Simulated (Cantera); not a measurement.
Cantera run:

```python
import numpy as np
import cantera as ct

gas_names = """
    B BF BF2 BF3 BH BHF2 BH2 BH3 BO BOF BOF2 BO2 B2 B2O B2O2 B2O3 B3O3F3 B3O3H3 F FO FO2 F2 F2O H HBO
    HBO2 HF HOF HO2 H2 H2F2 H2O H2O2 H3B3O6 H3F3 H4F4 H5F5 H6F6 H7F7 O OH O2 O3
""".split()
cond_names = """
    B(b) B(L) B2O3(L) B3O3H3(cr) H2O(s) H2O(L)
""".split()


# ... load() reads the species with a 1 bar reference pressure and builds the phases ...
atoms = {
    'B2O3': {'B': 2, 'O': 3},
    'HF': {'H': 1, 'F': 1},
    'H2': {'H': 2},
}
top_T = {}  # K; cautious upper limits of use, not melting points


# ... equilibrate(T, P, feed) seeds the gas with the atoms and calls Mixture.equilibrate('TP', solver="vcs", rtol=1e-11, max_steps=5000) ...
results = []
feed = {'B2O3': 1, 'HF': 44, 'H2': 0.24}  # mol
T = 1700  # K
P = 17  # Pa
mix = equilibrate(T, P, feed)
results.append((T, P, feed, dict(zip(mix.species_names, mix.species_moles))))
x = sorted(zip(gas.X, gas.species_names), reverse=True)
print(f"T = {T:g} K  P = {P:g} Pa  gas = {mix.phase_moles(0):.4g} mol")
print("   x: " + "  ".join(f"{s} {v:.3e}" for v, s in x if v > 0.0001))
print("   condensed (mol): " + ("  ".join(f"{mix.phase(i).name} {mix.phase_moles(i):.4g}"
      for i in range(1, mix.n_phases) if mix.phase_moles(i) > 1e-12) or "none"))
```

It prints:

```
T = 1700 K  P = 17 Pa  gas = 45.25 mol
   x: HF 9.279e-01  BOF 4.352e-02  H2O 2.173e-02  H2 5.105e-03  H 8.075e-04  HBO2 3.775e-04  BF3 2.942e-04  OH 1.776e-04
   condensed (mol): none
```

Equilibrium computed with Cantera from the NASA thermochemical tables; the gas is ideal and each condensed phase is pure.
